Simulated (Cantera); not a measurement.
A perfectly stirred reactor is fed with 13.2 % CO, 0.450 % H₂, 7.27 % CH₄, 16.4 % O₂, 61.9 % N₂, 0.780 % CO₂, equivalence ratio 1.3, at 7.80 atm; it is adiabatic with a 748 K inlet, and is followed from long to short residence time, starting on the burning branch (τ in s: 0.025, 0.0092, 0.0035, 0.0013, 0.00049, 0.00018, 6.9e-05, 2.6e-05, 9.7e-06, 3.6e-06).

Detailed kinetics in Cantera: GRI-Mech 3.0 (53 species, 325 reactions).

x: mole fraction; the columns are a selection and need not sum to one.

| τ (s) | T (K) | x CO | x H₂ | x CH₄ | x C₂H₆ | x HCN | x H | x OH |
|---|---|---|---|---|---|---|---|---|
| 0.025 | 2490 | 0.0883 | 0.0152 | 2.51e-6 | 3.20e-12 | 6.26e-7 | 0.00116 | 0.00211 |
| 0.0092 | 2486 | 0.0885 | 0.0152 | 5.88e-6 | 1.80e-11 | 1.35e-6 | 0.00128 | 0.00231 |
| 0.0035 | 2478 | 0.0890 | 0.0153 | 1.21e-5 | 7.84e-11 | 2.46e-6 | 0.00152 | 0.00269 |
| 0.0013 | 2463 | 0.0898 | 0.0155 | 2.33e-5 | 2.88e-10 | 3.86e-6 | 0.00195 | 0.00334 |
| 0.00049 | 2438 | 0.0914 | 0.0159 | … | 9.08e-10 | … | … | … |
| 0.00018 | 2396 | 0.0942 | 0.0165 | … | … | … | … | … |
| 6.9e-5 | 2336 | 0.0983 | 0.0174 | 0.000159 | 9.42e-9 | 6.98e-6 | 0.00526 | 0.00656 |
| 2.6e-5 | 2253 | 0.105 | 0.0184 | 0.000351 | 3.99e-8 | 7.52e-6 | 0.00705 | 0.00734 |
| 9.7e-6 | 2129 | 0.117 | 0.0192 | 0.00104 | 3.48e-7 | 8.75e-6 | 0.00776 | 0.00673 |
| 3.6e-6 | 748 | 0.132 | 0.00450 | 0.0727 | <1e-12 | <1e-12 | <1e-12 | <1e-12 |

**Question.** Fill in the missing entries.

**Answer.** 
- 0.00049, x CH₄: 4.27e-5
- 0.00049, x HCN: 5.24e-6
- 0.00049, x H: 0.00266
- 0.00049, x OH: 0.00426
- 0.00018, x CH₄: 8.11e-5
- 0.00018, x C₂H₆: 2.88e-9
- 0.00018, x HCN: 6.34e-6
- 0.00018, x H: 0.00376
- 0.00018, x OH: 0.00543
